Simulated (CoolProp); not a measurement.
Saturation properties of ethylene.

Values from CoolProp's reference Helmholtz-energy equation of state, Smukala 2000.

```json
[
 {"T (K)": "198.8", "p (MPa)": "0.4335", "liquid cp (kJ/(kg K))": "2.521", "vapour Z": "0.9079"},
 {"T (K)": "203.5", "p (MPa)": "0.5244", "liquid cp (kJ/(kg K))": "2.551", "vapour Z": "0.8949"},
 {"T (K)": "208.2", "p (MPa)": "0.6286", "liquid cp (kJ/(kg K))": "2.586", "vapour Z": "0.8809"},
 {"T (K)": "212.9", "p (MPa)": "0.7473", "liquid cp (kJ/(kg K))": "2.626", "vapour Z": "0.8657"},
 {"T (K)": "217.6", "p (MPa)": "0.8816", "liquid cp (kJ/(kg K))": "2.673", "vapour Z": "0.8494"},
 {"T (K)": "222.3", "p (MPa)": "1.033", "liquid cp (kJ/(kg K))": "2.728", "vapour Z": "0.8319"},
 {"T (K)": "227", "p (MPa)": "1.202", "liquid cp (kJ/(kg K))": "2.793", "vapour Z": "0.8132"},
 {"T (K)": "231.7", "p (MPa)": "1.390", "liquid cp (kJ/(kg K))": "2.869", "vapour Z": "0.7930"},
 {"T (K)": "236.4", "p (MPa)": "1.599", "liquid cp (kJ/(kg K))": "2.960", "vapour Z": "0.7714"},
 {"T (K)": "241.1", "p (MPa)": "1.829", "liquid cp (kJ/(kg K))": "3.071", "vapour Z": "0.7482"},
 {"T (K)": "245.8", "p (MPa)": "2.082", "liquid cp (kJ/(kg K))": "3.209", "vapour Z": "0.7232"},
 {"T (K)": "250.5", "p (MPa)": "2.360", "liquid cp (kJ/(kg K))": "3.384", "vapour Z": "0.6961"},
 {"T (K)": "255.2", "p (MPa)": "2.664", "liquid cp (kJ/(kg K))": "3.615", "vapour Z": "0.6666"},
 {"T (K)": "259.9", "p (MPa)": "2.996", "liquid cp (kJ/(kg K))": "3.937", "vapour Z": "0.6341"}
]
```

It boils at 169.4 K under 1 atm.
